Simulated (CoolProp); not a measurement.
Vapour-liquid equilibrium of R113 (1) + benzene (2) at 0.0831 MPa; x and y are mole fractions of (1).

The numbers come from the multi-fluid Helmholtz-energy mixture model, Marx 1992 and Thol 2012; pair parameters Bell 2016 in CoolProp.

Problem. Give the bubble temperature and the first vapour's composition at x = 0.45, 0.65, 0.85. Is there an azeotrope?

Solution. x = 0.45: 324.0 K, y = 0.708; x = 0.65: 320.1 K, y = 0.817; x = 0.85: 317.0 K, y = 0.919. No azeotrope shows between x = 0.05 and 0.95.

The pair parameters rest on a limited set of measurements; away from them the model extrapolates.
